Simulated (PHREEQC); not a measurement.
A solution holds 0.0057 mol/kgw H2SO4, 0.0012 mol/kgw MnSO4 and 0.15 mol/kgw MgSO4, at 10 °C. Closed to the air; pH follows from the charge balance.

Model: Pitzer model, pitzer.dat, run in PHREEQC.

No solid was allowed to form.

Q: Estimate the pH.

A: pH 2.44.

Q: In which forms is S present?

A: SO4-2 96 %, HSO4- 3.7 % of the S.

Constants without temperature data keep their 25 °C values here.
